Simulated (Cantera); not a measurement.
Input (Python, Cantera) and output of one run.

```python
import numpy as np
import cantera as ct

gas_names = """
    CL CL2 H HCL H2 Si SiCL SiCL2 SiCL3 SiCL4 SiH SiHCL3 SiH2 SiH2CL2 SiH3 SiH3CL SiH4 Si2 Si3
""".split()
cond_names = """
    Si(cr) Si(L)
""".split()


def load(file, names, dense=False):
    # The tables refer to 1 bar. Condensed volumes are neglected.
    table = {s.name: s for s in ct.Species.list_from_file(file)}
    out = []
    for n in names:
        d = dict(table[n].input_data)
        d["thermo"] = dict(d["thermo"], **{"reference-pressure": 1e5})
        if dense:
            d["equation-of-state"] = {"model": "constant-volume", "density": "1e6 g/cm^3"}
        out.append(ct.Species.from_dict(d))
    return out


gas = ct.Solution(thermo="ideal-gas", species=load("nasa_gas.yaml", gas_names))
cond = {s.name: ct.Solution(thermo="fixed-stoichiometry", species=[s], name=s.name)
        for s in load("nasa_condensed.yaml", cond_names, dense=True)}
atoms = {
    'Si': {'Si': 1},
    'HCl': {'H': 1, 'CL': 1},
    'H2': {'H': 2},
}
top_T = {}  # K; cautious upper limits of use, not melting points


def equilibrate(T, P, feed):
    n = {}
    for name, mol in feed.items():
        for a, k in atoms[name].items():
            n[a] = n.get(a, 0.0) + k * mol
    gas.TPX = T, P, n
    mass = sum(n.values()) * gas.mean_molecular_weight
    gas.equilibrate("TP")
    valid = [c for c in cond.values() if c.min_temp <= T <= top_T.get(c.name, c.max_temp)]
    mix = ct.Mixture([(gas, mass / gas.mean_molecular_weight)] + [(c, 0.0) for c in valid])
    mix.T, mix.P = T, P
    mix.equilibrate("TP", solver="vcs", rtol=1e-11, max_steps=5000)
    return mix


results = []
feed = {'Si': 1, 'HCl': 5.9, 'H2': 0.77}  # mol
T = 1198.15  # K
P = 10000  # Pa
mix = equilibrate(T, P, feed)
results.append((T, P, feed, dict(zip(mix.species_names, mix.species_moles))))
x = sorted(zip(gas.X, gas.species_names), reverse=True)
print(f"T = {T:g} K  P = {P:g} Pa  gas = {mix.phase_moles(0):.4g} mol")
print("   x: " + "  ".join(f"{s} {v:.3e}" for v, s in x if v > 1e-05))
print("   condensed (mol): " + ("  ".join(f"{mix.phase(i).name} {mix.phase_moles(i):.4g}"
      for i in range(1, mix.n_phases) if mix.phase_moles(i) > 1e-12) or "none"))
```

Result:

```
T = 1198.15 K  P = 10000 Pa  gas = 5.687 mol
   x: H2 4.780e-01  HCL 3.461e-01  SiCL4 1.648e-01  SiHCL3 6.126e-03  SiCL3 4.060e-03  SiCL2 8.844e-04  SiH2CL2 2.977e-05
   condensed (mol): none
```

Equilibrium computed with Cantera from the NASA thermochemical tables; the gas is ideal and each condensed phase is pure. The tables' values for SiCl3 are old estimates; treat these amounts as uncertain.
